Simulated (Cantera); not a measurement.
Feed: 1 mol SiH4, 0.0077 mol C2H4, 43 mol H2, 0.93 mol CH4, held at 0.410 bar.

These are equilibrium values from Cantera (NASA tables, ideal gas, pure condensed phases), not measurements of a reactor. Candidate condensed phases: C, C6H6, C7H8, C8H18, Si, SiC; 87 gas species. Mutual solubility and eutectic melting of coexisting phases are not modelled. Gases not in the tables: Si2H6 and higher silanes. Rates play no part.

### Question
Which condensed phases are stable at each of these points (T (K)): 1098, 1198, 1298, 1398, 1498, 1598, 1698, 1798, 1898, 1998, 2098, 2198, 2298?

### Answer
| T (K) | condensed phases | Si condensed (%) |
|---|---|---|
| 1098 | Si(s) + SiC(s) | 100.0 |
| 1198 | Si(s) + SiC(s) | 100.0 |
| 1298 | Si(s) + SiC(s) | 100.0 |
| 1398 | Si(s) + SiC(s) | 100.0 |
| 1498 | Si(s) + SiC(s) | 100.0 |
| 1598 | Si(s) + SiC(s) | 100.0 |
| 1698 | Si(l) + SiC(s) | 99.9 |
| 1798 | Si(l) + SiC(s) | 99.8 |
| 1898 | Si(l) + SiC(s) | 99.5 |
| 1998 | Si(l) + SiC(s) | 98.8 |
| 2098 | Si(l) + SiC(s) | 97.0 |
| 2198 | SiC(s) | 93.9 |
| 2298 | SiC(s) | 90.9 |

From 1098 K to 1598 K the condensed part is Si(s) + SiC(s). From 1698 K to 2098 K the condensed part is Si(l) + SiC(s). From 2198 K to 2298 K the condensed part is SiC(s).
